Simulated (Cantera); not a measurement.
Input (Python, Cantera) and output of one run.

```python
import numpy as np
import cantera as ct

gas_names = """
    C CN CO CO2 C2 CCN CNC C2N2 C2O C3 C3O2 C4 C4N2 C5 N NCO NO NO2 NO3 N2 N2O O O2 O3 Si SiC SiC2 SiN
    SiO SiO2 Si2 Si2C Si2N Si3
""".split()
cond_names = """
    C(gr) Si(cr) Si(L) SiC(b) SiO2(Lqz) SiO2(hqz) SiO2(L) Si2N2O(s) Si3N4(a)
""".split()


def load(file, names, dense=False):
    # The tables refer to 1 bar. Condensed volumes are neglected.
    table = {s.name: s for s in ct.Species.list_from_file(file)}
    out = []
    for n in names:
        d = dict(table[n].input_data)
        d["thermo"] = dict(d["thermo"], **{"reference-pressure": 1e5})
        if dense:
            d["equation-of-state"] = {"model": "constant-volume", "density": "1e6 g/cm^3"}
        out.append(ct.Species.from_dict(d))
    return out


gas = ct.Solution(thermo="ideal-gas", species=load("nasa_gas.yaml", gas_names))
cond = {s.name: ct.Solution(thermo="fixed-stoichiometry", species=[s], name=s.name)
        for s in load("nasa_condensed.yaml", cond_names, dense=True)}
atoms = {
    'Si': {'Si': 1},
    'CO2': {'C': 1, 'O': 2},
    'N2': {'N': 2},
}
top_T = {'C(gr)': 4500, 'SiC(b)': 3050, 'Si2N2O(s)': 2100, 'Si3N4(a)': 2400}  # K; cautious upper limits of use, not melting points


def equilibrate(T, P, feed):
    n = {}
    for name, mol in feed.items():
        for a, k in atoms[name].items():
            n[a] = n.get(a, 0.0) + k * mol
    gas.TPX = T, P, n
    mass = sum(n.values()) * gas.mean_molecular_weight
    gas.equilibrate("TP")
    valid = [c for c in cond.values() if c.min_temp <= T <= top_T.get(c.name, c.max_temp)]
    mix = ct.Mixture([(gas, mass / gas.mean_molecular_weight)] + [(c, 0.0) for c in valid])
    mix.T, mix.P = T, P
    mix.equilibrate("TP", solver="vcs", rtol=1e-11, max_steps=5000)
    return mix


results = []
feed = {'Si': 1, 'CO2': 0.023, 'N2': 60}  # mol
P = 1333.22  # Pa
for T in [900, 1000, 1100, 1200, 1300, 1400, 1500, 1600, 1700, 1800, 1900, 2000, 2100, 2200]:
    mix = equilibrate(T, P, feed)
    results.append((T, P, feed, dict(zip(mix.species_names, mix.species_moles))))

top = {s: max(r[3][s] / sum(r[3][g] for g in gas_names) for r in results) for s in gas_names}
cols = sorted((s for s in top if top[s] > 0.001), key=lambda s: -top[s])[:9]
seen = [c for c in cond_names if any(r[3].get(c, 0) > 1e-12 for r in results)]
print("log10 of partial pressures in bar; condensed amounts in mol")
print(f"{'T/K':>10s}" + "".join(f"{s[:9]:>10s}" for s in cols + seen))
for T, P, feed, n in results:
    ng = sum(n[g] for g in gas_names)
    print(f"{T:10.4g}" + "".join(f"{np.log10(max(n[s] / ng * P / 1e5, 1e-99)):10.3f}" for s in cols)
          + "".join(f"{n.get(c, 0):10.4g}" for c in seen))
```

It prints:

```
log10 of partial pressures in bar; condensed amounts in mol
       T/K        N2        Si     C(gr)     Si(L)    SiC(b) Si2N2O(s)  Si3N4(a)
       900    -1.875   -25.738     0.023         0         0     0.046    0.3027
      1000    -1.875   -21.692     0.023         0         0     0.046    0.3027
      1100    -1.875   -18.387   0.02299         0         0   0.04599    0.3027
      1200    -1.875   -15.638   0.02287         0         0   0.04587    0.3028
      1300    -1.875   -13.315   0.02135         0         0   0.04435    0.3038
      1400    -1.875   -11.329         0         0   0.01087   0.03385    0.3071
      1500    -1.875    -9.610         0         0         0   0.02241    0.3182
      1600    -1.875    -8.110         0         0         0   0.01242    0.3215
      1700    -1.875    -6.789         0         0  0.000728         0    0.3249
      1800    -1.876    -5.618         0         0   0.01582         0    0.3107
      1900    -1.876    -4.899         0     0.878   0.01468         0         0
      2000    -1.877    -4.361         0    0.7245  0.006313         0         0
      2100    -1.880    -3.875         0    0.2607         0         0         0
      2200    -1.882    -3.708         0         0         0         0         0
```

Equilibrium computed with Cantera from the NASA thermochemical tables; the gas is ideal and each condensed phase is pure. N2 is the only nitrogen source here; it is nearly inert below about 1500 K, so the nitride shown seldom forms there in practice. Mutual solubility and eutectic melting of coexisting phases are not modelled. The tables' values for SiN are old estimates; treat these amounts as uncertain.
